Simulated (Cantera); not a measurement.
Cantera run, input and output.

```python
import numpy as np
import cantera as ct

gas = ct.Solution("gri30.yaml")


def delay(T, t_max=10):
    gas.TPX = T, 250000, {'CO': 1, 'H2': 0.64, 'O2': 1, 'N2': 6.2}
    reactor = ct.IdealGasReactor(gas, clone=False)
    net = ct.ReactorNet([reactor])
    net.rtol, net.atol = 1e-8, 1e-16
    while net.time < t_max:
        t_old, T_old = net.time, reactor.T
        net.step()
        if reactor.T > T + 400:  # ignition: a rise of 400 K
            return t_old + (T + 400 - T_old) / (reactor.T - T_old) * (net.time - t_old)
    return np.nan


taus = []
for T in [948, 1048, 1148, 1248, 1348, 1448, 1548, 1648, 1748, 1848]:
    taus.append(delay(T))
    print(f"T0 = {T:6g} K   tau = {taus[-1]:.4e} s")
```

Result:

```
T0 =    948 K   tau = 1.9736e-02 s
T0 =   1048 K   tau = 3.2015e-04 s
T0 =   1148 K   tau = 5.8059e-05 s
T0 =   1248 K   tau = 2.9843e-05 s
T0 =   1348 K   tau = 1.9944e-05 s
T0 =   1448 K   tau = 1.5374e-05 s
T0 =   1548 K   tau = 1.3099e-05 s
T0 =   1648 K   tau = 1.2057e-05 s
T0 =   1748 K   tau = 1.1812e-05 s
T0 =   1848 K   tau = 1.2181e-05 s
```

Model: GRI-Mech 3.0 (53 species, 325 reactions), integrated in Cantera. The hydrogen kinetics of GRI-Mech 3.0 are dated; newer H2 mechanisms differ, most at raised pressure. Below about 950 K walls govern HO2 and H2O2 in real vessels. Where the delays flatten at high temperature, the 400 K rule measures the pace of heat release, not the induction time.
